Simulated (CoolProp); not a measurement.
A single-stage vapour-compression cycle with R125: evaporating at 280.15 K (dew point), condensing at 319.15 K (bubble point), superheat 5 K, subcooling 2 K, compressor efficiency 0.75, no pressure losses. Each further row changes one setting.

Computed with CoolProp (reference Helmholtz-energy equation of state, Lemmon 2005).

```
case                              cooling COP  pressure ratio  discharge temperature (K)  refrigerating effect (kJ/kg)  volumetric capacity (kJ/m³)
--------------------------------  -----------  --------------  -------------------------  ----------------------------  ---------------------------
as stated                                3.70            2.78                      330.5                          80.2                         4070
evaporating temperature 285.15 K         4.47            2.40                      329.7                          82.5                         4870
condensing temperature 314.15 K          4.55            2.47                          …                          87.9                            …
subcooling 7 K                           4.07            2.78                      330.5                          88.3                         4470
superheat 15 K                           3.82            2.78                      339.5                             …                         4250
compressor efficiency 0.65               3.21            2.78                      333.2                          80.2                         4070
```

Q: Some entries are withheld; supply them.

A: 
- condensing temperature 314.15 K, discharge temperature (K): 324.7
- condensing temperature 314.15 K, volumetric capacity (kJ/m³): 4460
- superheat 15 K, refrigerating effect (kJ/kg): 89.3
